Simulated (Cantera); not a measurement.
Input: 1 mol Si, 0.021 mol N₂O, 3.4 mol N₂, equilibrated at 1652 °C.

These are equilibrium values from Cantera (NASA tables, ideal gas, pure condensed phases), not measurements of a reactor. Candidate condensed phases: Si, SiO₂, Si₂N₂O, Si₃N₄; 16 gas species. Mutual solubility and eutectic melting of coexisting phases are not modelled. The numbers say what is thermodynamically allowed, not how fast it happens.

Problem. Which condensed phases are stable at each of these points (P (Pa)): 0.100, 0.750, 5.60, 42, 320, 2400, 18000, 130000, 1000000?

Solution. 
| P (Pa) | condensed phases | Si condensed (%) |
|---|---|---|
| 0.100 | gas only | 0.0 |
| 0.750 | gas only | 0.0 |
| 5.60 | gas only | 0.0 |
| 42 | Si(l) | 82.3 |
| 320 | Si(l) | 95.8 |
| 2400 | Si(l) | 97.6 |
| 18000 | Si₃N₄(s) | 97.9 |
| 130000 | Si₂N₂O(s) + Si₃N₄(s) | 99.8 |
| 1000000 | Si₂N₂O(s) + Si₃N₄(s) | 100.0 |

From 1.00e-6 bar to 5.60e-5 bar nothing is condensed. From 0.000420 bar to 0.0240 bar the condensed part is Si(l). At 0.180 bar the condensed part is Si₃N₄(s). From 1.30 bar to 10.0 bar the condensed part is Si₂N₂O(s) + Si₃N₄(s).
